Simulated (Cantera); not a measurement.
What does this Cantera script print?

```python
import numpy as np
import cantera as ct

gas_names = """
    H HO2 H2 H2O H2O2 H2S H2SO4 O OH O2 O3 S SH SO SO2 SO3 S2 S2O S8
""".split()
cond_names = """
    H2O(s) H2O(L) H2SO4(L) S(cr1) S(cr2) S(L)
""".split()


# ... load() reads the species with a 1 bar reference pressure and builds the phases ...
atoms = {
    'S': {'S': 1},
    'H2O': {'H': 2, 'O': 1},
}
top_T = {}  # K; cautious upper limits of use, not melting points


# ... equilibrate(T, P, feed) seeds the gas with the atoms and calls Mixture.equilibrate('TP', solver="vcs", rtol=1e-11, max_steps=5000) ...
results = []
feed = {'S': 1, 'H2O': 6.3}  # mol
P = 14000  # Pa
for T in [2873, 2973, 3073, 3173, 3273, 3373, 3473]:
    mix = equilibrate(T, P, feed)
    results.append((T, P, feed, dict(zip(mix.species_names, mix.species_moles))))
    x = sorted(zip(gas.X, gas.species_names), reverse=True)
    print(f"T = {T:g} K  P = {P:g} Pa  gas = {mix.phase_moles(0):.4g} mol")
    print("   x: " + "  ".join(f"{s} {v:.3e}" for v, s in x if v > 0.0001))
    print("   condensed (mol): " + ("  ".join(f"{mix.phase(i).name} {mix.phase_moles(i):.4g}"
          for i in range(1, mix.n_phases) if mix.phase_moles(i) > 1e-12) or "none"))
```

Output:

```
T = 2873 K  P = 14000 Pa  gas = 8.602 mol
   x: H2O 4.134e-01  H2 2.154e-01  H 1.304e-01  OH 7.497e-02  SO2 6.473e-02  SO 4.304e-02  O 2.824e-02  O2 2.163e-02  S 6.232e-03  SH 1.724e-03  S2 1.846e-04  H2S 1.240e-04
   condensed (mol): none
T = 2973 K  P = 14000 Pa  gas = 9.25 mol
   x: H2O 3.333e-01  H2 2.117e-01  H 1.786e-01  OH 9.144e-02  SO2 5.215e-02  O 4.742e-02  SO 4.532e-02  O2 2.961e-02  S 8.303e-03  SH 1.853e-03  S2 1.769e-04  H2S 1.051e-04
   condensed (mol): none
T = 3073 K  P = 14000 Pa  gas = 10.1 mol
   x: H2O 2.511e-01  H 2.361e-01  H2 2.020e-01  OH 1.030e-01  O 7.315e-02  SO 4.617e-02  SO2 3.928e-02  O2 3.584e-02  S 1.109e-02  SH 1.995e-03  S2 1.774e-04
   condensed (mol): none
T = 3173 K  P = 14000 Pa  gas = 11.16 mol
   x: H 2.999e-01  H2 1.848e-01  H2O 1.753e-01  OH 1.072e-01  O 1.046e-01  SO 4.498e-02  O2 3.886e-02  SO2 2.747e-02  S 1.464e-02  SH 2.101e-03  S2 1.800e-04
   condensed (mol): none
T = 3273 K  P = 14000 Pa  gas = 12.38 mol
   x: H 3.652e-01  H2 1.607e-01  O 1.395e-01  H2O 1.128e-01  OH 1.032e-01  SO 4.160e-02  O2 3.813e-02  S 1.887e-02  SO2 1.773e-02  SH 2.130e-03  S2 1.800e-04
   condensed (mol): none
T = 3373 K  P = 14000 Pa  gas = 13.7 mol
   x: H 4.264e-01  O 1.748e-01  H2 1.326e-01  OH 9.223e-02  H2O 6.700e-02  SO 3.637e-02  O2 3.421e-02  S 2.361e-02  SO2 1.057e-02  SH 2.061e-03  S2 1.747e-04
   condensed (mol): none
T = 3473 K  P = 14000 Pa  gas = 14.99 mol
   x: H 4.790e-01  O 2.074e-01  H2 1.042e-01  OH 7.727e-02  H2O 3.706e-02  SO 3.009e-02  S 2.854e-02  O2 2.843e-02  SO2 5.843e-03  SH 1.898e-03  S2 1.627e-04
   condensed (mol): none
```

Equilibrium computed with Cantera from the NASA thermochemical tables; the gas is ideal and each condensed phase is pure.
